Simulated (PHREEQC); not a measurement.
Consider water at 51 °C and 100 atm with 0.0051 mol/kgw CaCl2 and 0.00011 mol/kgw NaHCO3. Closed to the air; pH follows from the charge balance.

The numbers come from PHREEQC with the ion-association model, phreeqc.dat.

Q: The ionic strength comes out as 0.0154 mol/kgw. What activity coefficients do Ca+2, Cl-, OH-, Na+, CaHCO3+ get?

A: Ca+2 0.61, Cl- 0.88, OH- 0.87, Na+ 0.88, CaHCO3+ 0.89.

Precipitation was switched off in this run. Under pressure, the constants of complexes without a molar volume in the database are unreliable. At this temperature some constants are extrapolated from 25 °C, and those without enthalpy data are left unchanged.
